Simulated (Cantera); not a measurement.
A closed system holds: 1 mol Cu₂O, 100 mol H₂, 0.34 mol H₂O, at 1 atm.

Equilibrium computed with Cantera from the NASA thermochemical tables; the gas is ideal and each condensed phase is pure. Candidate condensed phases: Cu, CuO, Cu(OH)₂, Cu₂O, H₂O; 12 gas species. Rates play no part.

x: gas mole fraction; n: condensed amount in mol.

```json
[
 {"T (°C)": "1552", "x H₂": "0.986", "x Cu": "0.000711", "x H₂O": "0.0133", "x H": "0.000434", "x Cu₂": "1.52e-6", "x OH": "4.11e-7", "x O": "1.39e-10", "n Cu(l)": "1.93"},
 {"T (°C)": "1602", "x H₂": "0.985", "x Cu": "___", "x H₂O": "0.0133", "x H": "___", "x Cu₂": "___", "x OH": "___", "x O": "___", "n Cu(l)": "1.88"},
 {"T (°C)": "1652", "x H₂": "0.984", "x Cu": "___", "x H₂O": "0.0133", "x H": "___", "x Cu₂": "___", "x OH": "___", "x O": "___", "n Cu(l)": "1.79"},
 {"T (°C)": "1702", "x H₂": "0.982", "x Cu": "0.00336", "x H₂O": "0.0133", "x H": "0.00135", "x Cu₂": "1.27e-5", "x OH": "1.74e-6", "x O": "1.75e-9", "n Cu(l)": "1.66"},
 {"T (°C)": "1752", "x H₂": "0.979", "x Cu": "0.00535", "x H₂O": "0.0133", "x H": "0.00189", "x Cu₂": "2.40e-5", "x OH": "2.68e-6", "x O": "3.76e-9", "n Cu(l)": "1.46"},
 {"T (°C)": "1802", "x H₂": "0.976", "x Cu": "0.00831", "x H₂O": "0.0132", "x H": "0.00261", "x Cu₂": "4.39e-5", "x OH": "4.04e-6", "x O": "7.77e-9", "n Cu(l)": "1.15"},
 {"T (°C)": "1852", "x H₂": "0.971", "x Cu": "0.0127", "x H₂O": "0.0132", "x H": "0.00355", "x Cu₂": "7.78e-5", "x OH": "5.98e-6", "x O": "1.55e-8", "n Cu(l)": "0.696"},
 {"T (°C)": "1902", "x H₂": "0.963", "x Cu": "0.0189", "x H₂O": "0.0131", "x H": "0.00476", "x Cu₂": "0.000134", "x OH": "8.67e-6", "x O": "3.00e-8", "n Cu(l)": "0.0369"}
]
```

Question: Complete the blanks.

Answer: 
- 1602, x Cu: 0.00123
- 1602, x H: 0.000646
- 1602, x Cu₂: 3.21e-6
- 1602, x OH: 6.82e-7
- 1602, x O: 3.39e-10
- 1652, x Cu: 0.00206
- 1652, x H: 0.000942
- 1652, x Cu₂: 6.51e-6
- 1652, x OH: 1.10e-6
- 1652, x O: 7.87e-10
